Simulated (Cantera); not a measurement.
Silicon epitaxy and polysilicon growth: SiH4 + Cl2 + N2

Charge: 1 mol SiH4, 0.012 mol Cl2, 3.5 mol N2, equilibrated at 1.30 mbar.

Method: chemical equilibrium by Gibbs-energy minimisation in Cantera with the NASA 1993 tables (ideal gas, pure condensed phases). Candidate condensed phases: NH4Cl, Si, Si3N4; 28 gas species. N2 is the only nitrogen source here; it is nearly inert below about 1500 K, so the nitride shown seldom forms there in practice. The tables' values for SiCl, SiN are old estimates; treat these amounts as uncertain. The numbers say what is thermodynamically allowed, not how fast it happens.

```csv
T (°C),log p N2,log p H2,log p HCl,log p H,log p Si,log p SiCl2,log p Cl,log p SiH,n Si3N4(s),n Si(l)
877,-3.12,-3.27,-5.19,-8.76,<-14,-10.19,-10.74,<-14,0.333,0
927,-3.12,-3.27,-5.19,-8.34,-14.81,-9.69,-10.32,<-14,0.333,0
977,-3.12,-3.27,-5.19,-7.95,-13.60,-9.23,-9.94,-14.19,0.333,0
1027,-3.12,-3.27,-5.19,-7.59,-12.49,-8.81,-9.58,-13.20,0.333,0
1077,-3.12,-3.27,-5.19,-7.26,-11.46,-8.42,-9.26,-12.29,0.333,0
1127,-3.12,-3.27,-5.19,-6.95,-10.50,-8.06,-8.95,-11.44,0.333,0
1177,-3.12,-3.27,-5.19,-6.66,-9.61,-7.72,-8.67,-10.65,0.333,0
1227,-3.12,-3.27,-5.20,-6.39,-8.78,-7.42,-8.41,-9.91,0.333,0
1277,-3.12,-3.27,-5.20,-6.14,-8.01,-7.14,-8.16,-9.22,0.333,0
1327,-3.12,-3.27,-5.21,-5.90,-7.28,-6.88,-7.94,-8.58,0.333,0
1377,-3.12,-3.27,-5.23,-5.68,-6.60,-6.65,-7.74,-7.98,0.333,0
1427,-3.08,-3.33,-5.29,-5.50,-6.17,-6.69,-7.56,-7.64,0,0.996
1477,-3.08,-3.33,-5.29,-5.30,-5.82,-6.72,-7.37,-7.37,0,0.992
```
log p: log10 of the partial pressure in bar; n: condensed amount in mol.

From 877 °C to 1377 °C the condensed part is Si3N4(s). From 1427 °C to 1477 °C the condensed part is Si(l). The main Si-bearing gas is SiCl2 at 877 °C and Si at 1477 °C.
